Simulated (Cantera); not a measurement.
Moist CO burnout

An isothermal, constant-pressure homogeneous reactor starts with 0.178 % CO, 0.225 % O₂, 5.81 % H₂O, 93.8 % N₂, equivalence ratio 0.40, at 1248 K and 0.345 atm.

Model: GRI-Mech 3.0 (53 species, 325 reactions), integrated in Cantera.

```json
[
 {"t (s)": "7.00e-5", "x CO": "0.00178", "x O₂": "0.00225", "x H₂O": "0.0581", "x H₂": "<1e-12", "x HO₂": "4.12e-12"},
 {"t (s)": "0.000262", "x CO": "0.00178", "x O₂": "0.00225", "x H₂O": "0.0581", "x H₂": "2.29e-12", "x HO₂": "1.53e-11"},
 {"t (s)": "0.000979", "x CO": "0.00178", "x O₂": "0.00225", "x H₂O": "0.0581", "x H₂": "1.01e-10", "x HO₂": "5.69e-11"},
 {"t (s)": "0.00366", "x CO": "0.00178", "x O₂": "0.00225", "x H₂O": "0.0581", "x H₂": "3.81e-9", "x HO₂": "2.71e-10"},
 {"t (s)": "0.0137", "x CO": "0.00178", "x O₂": "0.00225", "x H₂O": "0.0581", "x H₂": "1.86e-6", "x HO₂": "4.28e-8"},
 {"t (s)": "0.0512", "x CO": "6.46e-5", "x O₂": "0.00159", "x H₂O": "0.0576", "x H₂": "0.000436", "x HO₂": "2.73e-7"},
 {"t (s)": "0.191", "x CO": "3.02e-6", "x O₂": "0.00138", "x H₂O": "0.0581", "x H₂": "4.76e-5", "x HO₂": "8.04e-8"},
 {"t (s)": "0.715", "x CO": "2.91e-7", "x O₂": "0.00136", "x H₂O": "0.0582", "x H₂": "4.92e-6", "x HO₂": "1.05e-8"},
 {"t (s)": "2.67", "x CO": "3.74e-8", "x O₂": "0.00136", "x H₂O": "0.0582", "x H₂": "7.00e-7", "x HO₂": "1.46e-9"},
 {"t (s)": "10.0", "x CO": "8.14e-9", "x O₂": "0.00136", "x H₂O": "0.0582", "x H₂": "1.64e-7", "x HO₂": "4.10e-10"}
]
```
x: mole fraction; the columns are a selection and need not sum to one.

Equilibrium at this temperature and pressure: CO 4.27e-9, O₂ 0.00135, H₂O 0.0582, H₂ 8.95e-8, HO₂ 2.98e-10 (gas phase only).
